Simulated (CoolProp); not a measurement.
Saturation properties of oxygen.

Model: reference Helmholtz-energy equation of state, Schmidt 1985, in CoolProp.

```csv
T (K),p (MPa),vapour density (kg/m³),surface tension (mN/m)
121.2,1.095,42.11,5.88
124.3,1.301,50.13,5.22
127.3,?,?,4.59
130.4,?,69.85,?
133.4,2.064,81.97,3.37
136.5,?,96.68,?
139.5,2.727,113.6,2.22
142.6,3.118,134.9,1.68
145.6,3.534,160.6,1.18
148.7,?,195.8,0.701
```

Complete the blanks.


- 127.3, p (MPa): 1.525
- 127.3, vapour density (kg/m³): 59.10
- 130.4, p (MPa): 1.784
- 130.4, surface tension (mN/m): 3.96
- 136.5, p (MPa): 2.384
- 136.5, surface tension (mN/m): 2.77
- 148.7, p (MPa): 4.007

It boils at 90.2 K under 1 atm.

Surface tension comes from a separate correlation (Mulero 2012).
